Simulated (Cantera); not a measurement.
A Cantera script and its output.

```python
import numpy as np
import cantera as ct

gas = ct.Solution("h2o2.yaml")
gas.TPX = 1350, 3900, {'H2': 0.014, 'O2': 1}
reactor = ct.IdealGasConstPressureReactor(gas, energy="off", clone=False)
net = ct.ReactorNet([reactor])
net.rtol, net.atol = 1e-08, 1e-18
show = ['H2', 'O2', 'H2O', 'H2O2', 'O', 'HO2', 'OH']
times = np.geomspace(0.0008, 100, 10)

steps = ct.SolutionArray(gas, extra=["t"])
rows = []
print(f"{'t/s':>10s}{'T/K':>9s}{'P/Pa':>11s}" + "".join(f"{s:>11s}" for s in show))
for t in times:
    while net.time < t:
        t_next = net.step()
        steps.append(gas.state, t=t_next)
    rows.append([np.interp(t, steps.t, y) for y in (steps.T, steps.P, *steps(*show).X.T)])
    print(f"{t:10.3e}{rows[-1][0]:9.1f}{rows[-1][1]:11.4g}" + "".join(f"{x:11.3e}" for x in rows[-1][2:]))
rate = np.gradient(steps.T, steps.t)
print("integrator steps:", len(steps.t))
if steps.T.max() > steps.T[0] + 200:
    print(f"time of steepest temperature rise: {steps.t[rate.argmax()]:.4e} s")
gas.TPX = 1350, 3900, {'H2': 0.014, 'O2': 1}
gas.equilibrate("TP")
print(f"equilibrium (TP): T = {gas.T:.1f} K  " + "  ".join(f"{s} {gas[s].X[0]:.3e}" for s in show))
```

It prints:

```
       t/s      T/K       P/Pa         H2         O2        H2O       H2O2          O        HO2         OH
 8.000e-04   1350.0       3900  1.344e-02  9.859e-01  2.571e-04  2.432e-09  2.273e-04  9.935e-07  1.800e-04
 2.947e-03   1350.0       3900  7.313e-05  9.740e-01  1.269e-02  4.839e-08  1.116e-02  1.924e-06  1.572e-03
 1.086e-02   1350.0       3900  5.704e-05  9.766e-01  1.289e-02  4.542e-08  8.706e-03  1.712e-06  1.395e-03
 4.000e-02   1350.0       3900  2.813e-05  9.814e-01  1.329e-02  3.635e-08  4.197e-03  1.186e-06  9.823e-04
 1.474e-01   1350.0       3900  6.268e-06  9.849e-01  1.365e-02  1.880e-08  9.175e-04  4.807e-07  4.656e-04
 5.429e-01   1350.0       3900  7.988e-07  9.859e-01  1.382e-02  5.351e-09  1.162e-04  1.094e-07  1.670e-04
 2.000e+00   1350.0       3900  1.029e-07  9.861e-01  1.387e-02  1.094e-09  1.501e-05  2.913e-08  6.017e-05
 7.368e+00   1350.0       3900  2.127e-08  9.861e-01  1.389e-02  2.906e-10  3.115e-06  2.794e-08  2.743e-05
 2.714e+01   1350.0       3900  1.457e-08  9.861e-01  1.389e-02  2.163e-10  2.138e-06  3.123e-08  2.272e-05
 1.000e+02   1350.0       3900  1.455e-08  9.861e-01  1.389e-02  2.161e-10  2.136e-06  3.124e-08  2.271e-05
integrator steps: 1782
equilibrium (TP): T = 1350.0 K  H2 1.455e-08  O2 9.861e-01  H2O 1.389e-02  H2O2 2.161e-10  O 2.136e-06  HO2 3.124e-08  OH 2.271e-05
```

Model: the H2/O2 subset of GRI-Mech 3.0, which has no nitrogen chemistry, integrated in Cantera. Radical loss at walls, strong at low pressure, is not modelled.
